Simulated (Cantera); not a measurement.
A closed system holds: 1 mol Ti, 0.87 mol H₂O, 4.7 mol H₂, 0.27 mol O₂, equilibrated at 1275 °C and 3.30 mbar.

Equilibrium computed with Cantera from the NASA thermochemical tables; the gas is ideal and each condensed phase is pure. Candidate condensed phases: H₂O, Ti, TiO, TiO₂, Ti₂O₃, Ti₃O₅, Ti₄O₇; 12 gas species. Mutual solubility and eutectic melting of coexisting phases are not modelled. TiO: taken at fixed stoichiometry. Equilibrium is a limit: real reactors are often held back by kinetics, nucleation or transport.

**Question.** What is the equilibrium state?

**Answer.** 
```json
{
  "x(H₂)": "0.999",
  "x(H)": "0.000537",
  "x(H₂O)": "1.25e-5",
  "n(TiO(s))": "0.180 mol",
  "n(Ti₂O₃(s))": "0.410 mol",
  "gas_amount": "5.572 mol",
  "log10 activity of Ti₃O₅(s) (absent)": "-0.78",
  "log10 activity of Ti₄O₇(s) (absent)": "-1.95",
  "log10 activity of Ti(β) (absent)": "-3.04"
}
```
